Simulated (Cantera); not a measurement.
A closed system holds: 1 mol HgO, 1.2 mol N2, at 623 K.

Equilibrium computed with Cantera from the NASA thermochemical tables; the gas is ideal and each condensed phase is pure. Candidate condensed phases: Hg, HgO; 10 gas species. Kinetics and transport are ignored.

Task: Which condensed phases are stable at each of these points (P (Pa)): 10, 100, 1000, 10000, 100000, 1000000?

Result: 
```tsv
P (Pa)	condensed phases	Hg condensed (%)
10	gas only	0.0
100	gas only	0.0
1000	gas only	0.0
10000	gas only	0.0
100000	HgO(s)	93.1
1000000	HgO(s)	99.4
```

From 0.000100 bar to 0.100 bar nothing is condensed. From 1.00 bar to 10.0 bar the condensed part is HgO(s).
